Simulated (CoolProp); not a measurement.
Vapour-liquid equilibrium of R125 (1) + propylene (2) at 0.722 MPa; x and y are mole fractions of (1).

Values from CoolProp's multi-fluid Helmholtz-energy mixture model, Lemmon 2005 and Lemmon 2013; pair parameters Bell 2016.

Give the bubble temperature and the first vapour's composition at x = 0.05, 0.5, 0.95. Is there an azeotrope?

x = 0.05: 277.6 K, y = 0.110; x = 0.5: 269.8 K, y = 0.525; x = 0.95: 273.9 K, y = 0.914. y crosses x between x = 0.5 and 0.65: the model has an azeotrope there.

The pair parameters rest on a limited set of measurements; away from them the model extrapolates.
